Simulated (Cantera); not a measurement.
What does this Cantera script print?

```python
import numpy as np
import cantera as ct

gas_names = [...]  # 113 gases of nasa_gas.yaml made of C, H, O, Ti
cond_names = """
    C(gr) C6H6(L) C7H8(L) C8H18(L),n-octa H2O(s) H2O(L) Ti(a) Ti(b) Ti(L) TiC(s) TiC(L) TiO(a) TiO(b)
    TiO(L) TiO2(ru) TiO2(L) Ti2O3(a) Ti2O3(b) Ti2O3(L) Ti3O5(a) Ti3O5(b) Ti3O5(L) Ti4O7(s) Ti4O7(L)
""".split()


# ... load() reads the species with a 1 bar reference pressure and builds the phases ...
atoms = {
    'Ti': {'Ti': 1},
    'CO': {'C': 1, 'O': 1},
    'H2': {'H': 2},
}
top_T = {'C(gr)': 4500}  # K; cautious upper limits of use, not melting points


# ... equilibrate(T, P, feed) seeds the gas with the atoms and calls Mixture.equilibrate('TP', solver="vcs", rtol=1e-11, max_steps=5000) ...
results = []
feed = {'Ti': 1, 'CO': 0.3, 'H2': 3.3}  # mol
T = 1800  # K
for P in [10, 41, 160, 670, 2700, 11000, 45000, 180000, 740000, 3000000]:
    mix = equilibrate(T, P, feed)
    results.append((T, P, feed, dict(zip(mix.species_names, mix.species_moles))))

top = {s: max(r[3][s] / sum(r[3][g] for g in gas_names) for r in results) for s in gas_names}
cols = sorted((s for s in top if top[s] > 1e-05), key=lambda s: -top[s])[:9]
seen = [c for c in cond_names if any(r[3].get(c, 0) > 1e-12 for r in results)]
print("log10 of partial pressures in bar; condensed amounts in mol")
print(f"{'P/Pa':>10s}" + "".join(f"{s[:9]:>10s}" for s in cols + seen))
for T, P, feed, n in results:
    ng = sum(n[g] for g in gas_names)
    print(f"{P:10.4g}" + "".join(f"{np.log10(max(n[s] / ng * P / 1e5, 1e-99)):10.3f}" for s in cols)
          + "".join(f"{n.get(c, 0):10.4g}" for c in seen))
```

Result:

```
log10 of partial pressures in bar; condensed amounts in mol
      P/Pa        H2         H        Ti        CO       TiO     Ti(b)    TiC(s)    TiO(b)
        10    -4.018    -5.455    -6.310    -7.763    -7.764    0.3846    0.2994    0.2988
        41    -3.395    -5.144    -6.310    -7.763    -7.764    0.3963    0.2999    0.2997
       160    -2.800    -4.846    -6.310    -7.763    -7.764    0.3991       0.3    0.2999
       670    -2.176    -4.534    -6.310    -7.763    -7.764    0.3998       0.3       0.3
      2700    -1.570    -4.231    -6.310    -7.763    -7.764    0.3999       0.3       0.3
   1.1e+04    -0.959    -3.926    -6.310    -7.763    -7.764       0.4       0.3       0.3
   4.5e+04    -0.347    -3.620    -6.310    -7.763    -7.764       0.4       0.3       0.3
   1.8e+05     0.255    -3.318    -6.310    -7.763    -7.764       0.4       0.3       0.3
   7.4e+05     0.869    -3.011    -6.310    -7.763    -7.764       0.4       0.3       0.3
     3e+06     1.477    -2.708    -6.310    -7.763    -7.764       0.4       0.3       0.3
```

These are equilibrium values from Cantera (NASA tables, ideal gas, pure condensed phases), not measurements of a reactor. Mutual solubility and eutectic melting of coexisting phases are not modelled. TiC, TiO: taken at fixed stoichiometry. Condensed phases not in the tables: solid solutions among these carbides, nitrides and lower oxides, N, O or C dissolved in the metal.
